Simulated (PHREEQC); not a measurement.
Consider water at 25 °C with 0.28 mol/kgw CuCl2, 0.013 mol/kgw HCl and 0.0066 mol/kgw H3BO3. Closed to the air; pH follows from the charge balance.

Model: ion-association model, phreeqc.dat, run in PHREEQC.

Precipitation was switched off in this run.

**Question.** What pH does the model give?

**Answer.** pH 2.01.

**Question.** In which forms is Cu present?

**Answer.** Cu+2 75 %, CuCl+ 23 %, CuCl2 2.0 % of the Cu.

Caution: at this ionic strength the ion-association model is outside its range; a Pitzer model would be the better tool where its parameters exist.
